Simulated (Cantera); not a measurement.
Charge: 1 mol SiH₂Cl₂, 0.0056 mol Cl₂, 240 mol N₂, held at 13.3 mbar.

Method: chemical equilibrium by Gibbs-energy minimisation in Cantera with the NASA 1993 tables (ideal gas, pure condensed phases). Candidate condensed phases: NH₄Cl, Si, Si₃N₄; 28 gas species. The tables' values for SiCl₃ are old estimates; treat these amounts as uncertain. Kinetics and transport are ignored. All values below are at 1625 K.

Base state: N₂ 0.992, HCl 0.00371, H₂ 0.00227, SiCl₂ 0.00225, Cl 3.74e-5, H 2.91e-5, SiCl₃ 2.40e-5 (mole fractions); condensed: Si₃N₄(s).

### Question
What changes in the equilibrium state with this change: SiH₂Cl₂ replaced by Si₂H₆?

### Answer
```json
[
 {"species": "N₂", "before": "0.992", "after": "0.988"},
 {"species": "H₂", "before": "0.00227", "after": "0.0124"},
 {"species": "H", "before": "2.91e-5", "after": "6.79e-5"},
 {"species": "HCl", "before": "0.00371", "after": "4.60e-5"},
 {"species": "SiCl₂", "before": "0.00225", "after": "6.38e-8"},
 {"species": "SiCl₃", "before": "2.40e-5", "after": "<1e-9"},
 {"species": "Cl", "before": "3.74e-5", "after": "1.99e-7"},
 {"species": "Si₃N₄(s), mol", "before": "0.150", "after": "0.667"}
]
```
The feed counts by its element totals alone.
